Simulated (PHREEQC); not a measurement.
Dissolve 0.28 mol/kgw HF, 0.018 mol/kgw (NH4)2SiF6 and 0.013 mol/kgw H2SO4 at 17 °C. It is in equilibrium with CO2 at log p = -2 (atm). Otherwise closed; pH follows from the charge balance.

All values are PHREEQC results (ion-association model, phreeqc.dat), not measurements.

No solid was allowed to form.

Question: Estimate the pH, density, activity of water.

Answer: pH 1.52; density 1.004 g/cm³; activity of water 0.994.

Question: In which forms is N present?

Answer: NH4+ 97 %, NH4SO4- 2.5 % of the N.

SiF6-2 is the database's only silicon fluoride.
